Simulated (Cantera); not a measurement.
Feed: 1 mol AlN, 0.48 mol H₂O, 7.5 mol H₂, 0.00034 mol NH₃, at 0.133 bar.

These are equilibrium values from Cantera (NASA tables, ideal gas, pure condensed phases), not measurements of a reactor. Candidate condensed phases: Al, AlN, Al₂O₃, H₂O; 35 gas species. Rates play no part.

Question: At 773 K, list the 3 most abundant gas species with their mole fractions, and the condensed phases.

Answer: H₂ 0.980, N₂ 0.0196, NH₃ 7.18e-5. Condensed: AlN(s) + Al₂O₃(s).
